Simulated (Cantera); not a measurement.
Adiabatic ignition

An adiabatic, constant-pressure homogeneous reactor starts with 13.6 % CH₄, 18.1 % O₂, 68.3 % N₂, equivalence ratio 1.5, at 1575 K and 1.01 bar.

Detailed kinetics in Cantera: GRI-Mech 3.0 (53 species, 325 reactions).

```csv
t (s),T (K),x CH₄,x O₂,x CH₂CO,x H,x C₂H₆
6.00e-6,1575,0.136,0.181,<1e-12,4.55e-8,4.83e-10
1.70e-5,1575,0.136,0.181,<1e-12,5.41e-8,1.35e-8
4.82e-5,1575,0.136,0.181,1.29e-11,9.24e-8,4.63e-7
0.000136,1575,0.136,0.181,6.40e-9,3.16e-7,2.03e-5
0.000387,1586,0.132,0.179,3.45e-6,2.97e-6,0.000563
0.00110,2740,<1e-12,0.00160,<1e-12,0.0192,<1e-12
0.00310,2744,<1e-12,0.00140,<1e-12,0.0182,<1e-12
0.00879,2743,<1e-12,0.00137,<1e-12,0.0181,<1e-12
0.0249,2743,<1e-12,0.00137,<1e-12,0.0181,<1e-12
0.0706,2743,<1e-12,0.00137,<1e-12,0.0181,<1e-12
0.200,2743,<1e-12,0.00137,<1e-12,0.0181,<1e-12
```
x: mole fraction; the columns are a selection and need not sum to one.

| Property | Result |
|---|---|
| time of steepest temperature rise | 0.669 ms |
| temperature at 0.200 s | 2743 K |
| equilibrium temperature | 2743 K |
| x(CH₄) at 0.200 s | <1e-12 (gas-phase equilibrium <1e-12) |
| x(O₂) at 0.200 s | 0.00137 (gas-phase equilibrium 0.00137) |
| x(CH₂CO) at 0.200 s | <1e-12 (gas-phase equilibrium <1e-12) |
